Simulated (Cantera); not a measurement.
Cantera run, input and output.

```python
import numpy as np
import cantera as ct

gas = ct.Solution("h2o2.yaml")
gas.TPX = 425, 130000, {'H2': 1, 'O2': 0.417, 'N2': 1.62}
flame = ct.FreeFlame(gas, width=0.033)
flame.set_refine_criteria(ratio=3, slope=0.08, curve=0.16)
flame.transport_model = "mixture-averaged"
flame.solve(loglevel=0, auto=True)
z, T = flame.grid, flame.T
thick = (T[-1] - T[0]) / np.gradient(T, z).max()
show = ['H2', 'O2', 'H2O', 'H2O2', 'O', 'H']
print(f"laminar burning velocity  {flame.velocity[0] * 100:.3f} cm/s")
print(f"burnt temperature         {T[-1]:.1f} K")
print(f"thermal thickness         {thick * 1e3:.4f} mm")
print(f"grid points               {len(z)}")
z0 = z[flame.heat_release_rate.argmax()]
print(f"{'z/mm':>9s}{'T/K':>9s}{'u/(m/s)':>9s}" + "".join(f"{s:>11s}" for s in show))
rows = []
for k in (-3, -2, -1.5, -1, -0.5, -0.25, 0, 0.25, 0.5, 1, 2, 4, 8):
    zz = z0 + k * thick
    rows.append([k * thick, np.interp(zz, z, T), np.interp(zz, z, flame.velocity),
                 *(np.interp(zz, z, flame.X[gas.species_index(s)]) for s in show)])
    print(f"{rows[-1][0] * 1e3:9.3f}{rows[-1][1]:9.1f}{rows[-1][2]:9.3f}" + "".join(f"{x:11.3e}" for x in rows[-1][3:]))
```

Result:

```
laminar burning velocity  458.825 cm/s
burnt temperature         2428.7 K
thermal thickness         0.2860 mm
grid points               117
     z/mm      T/K  u/(m/s)         H2         O2        H2O       H2O2          O          H
   -0.858    425.0    4.588  3.293e-01  1.373e-01  8.534e-13  3.433e-15  3.155e-14  8.656e-17
   -0.572    425.0    4.588  3.293e-01  1.373e-01  8.882e-11  4.527e-13  2.780e-12  7.759e-15
   -0.429    425.0    4.588  3.293e-01  1.373e-01  3.731e-09  2.480e-11  8.725e-11  2.627e-13
   -0.286    425.0    4.588  3.292e-01  1.373e-01  1.177e-07  9.868e-10  2.087e-09  2.221e-11
   -0.143    438.0    4.697  3.242e-01  1.381e-01  2.870e-04  4.735e-06  1.802e-06  7.933e-06
   -0.072    698.1    7.256  2.871e-01  1.336e-01  1.988e-02  6.878e-05  1.974e-04  3.613e-03
    0.000   1182.9   11.872  1.922e-01  9.833e-02  1.019e-01  9.874e-06  3.541e-03  2.974e-02
    0.072   1514.7   15.010  1.030e-01  4.233e-02  2.037e-01  3.405e-06  8.022e-03  5.548e-02
    0.143   1677.5   16.514  7.396e-02  1.981e-02  2.438e-01  2.041e-06  8.402e-03  5.839e-02
    0.286   1835.6   17.907  6.891e-02  1.234e-02  2.596e-01  1.089e-06  7.196e-03  4.852e-02
    0.572   1990.8   19.218  6.903e-02  9.095e-03  2.704e-01  5.738e-07  5.286e-03  3.586e-02
    1.144   2132.9   20.376  6.771e-02  6.140e-03  2.822e-01  3.318e-07  3.392e-03  2.485e-02
    2.288   2251.3   21.312  6.546e-02  3.649e-03  2.935e-01  2.082e-07  1.888e-03  1.628e-02
```

Cantera simulation using the H2/O2 subset of GRI-Mech 3.0, which has no nitrogen chemistry; the numbers are that mechanism's predictions, not measurements. Burning velocities carry a grid error of a few per cent, more on coarse grids.
